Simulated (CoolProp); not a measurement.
The fluid at 298.15 K and 0.0176 MPa expands adiabatically to 0.00176 MPa with isentropic efficiency 0.85. The same conditions are run with several fluids, on thermodynamics alone (safety and materials aside).

The numbers come from the reference Helmholtz-energy equation of state of each fluid (tetrahydrofuran: Fiedler 2023; R1336mzz(E): Akasaka 2023; oxygen: Schmidt 1985; R507A: Lemmon 2003) in CoolProp. Blends and air are pseudo-pure fits.

| fluid | work (kJ/kg) | final temperature (K) | final phase | final density (kg/m³) |
|---|---|---|---|---|
| tetrahydrofuran | 59.8 | 251.5 | two-phase, vapour fraction 0.968 | 0.0628 |
| R1336mzz(E) | 27.4 | 263.2 | gas | 0.132 |
| oxygen | 111 | 176.2 | gas | 0.0384 |
| R507A | 43.6 | 243.9 | gas | 0.0859 |
